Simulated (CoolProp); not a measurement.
Vapour-liquid equilibrium of R1234ze(E) (1) + R227EA (2) at 1.96 bar; x and y are mole fractions of (1).

The numbers come from the multi-fluid Helmholtz-energy mixture model, Thol 2016 and Lemmon 2016; pair parameters Bell 2023 in CoolProp.

```tsv
x	bubble temperature (°C)	y at the bubble point	dew temperature at overall composition x (°C)	liquid density (mol/L)
0.05	-0.2	0.058	-0.1	8.828
0.125	-0.5	0.142	-0.4	8.966
0.2	-0.8	0.223	-0.7	9.109
0.275	-1.1	0.302	-1.0	9.255
0.35	-1.4	0.379	-1.3	9.406
0.425	-1.7	0.453	-1.6	9.561
0.5	-1.9	0.525	-1.8	9.721
0.575	-2.1	0.597	-2.0	9.887
0.65	-2.3	0.667	-2.2	10.06
0.725	-2.4	0.737	-2.4	10.24
0.8	-2.5	0.808	-2.5	10.42
0.875	-2.6	0.879	-2.6	10.61
0.95	-2.7	0.951	-2.7	10.81
```

No azeotrope shows between x = 0.05 and 0.95.

Pair parameters are fitted to limited data, so mixtures are less certain than the pure fluids.
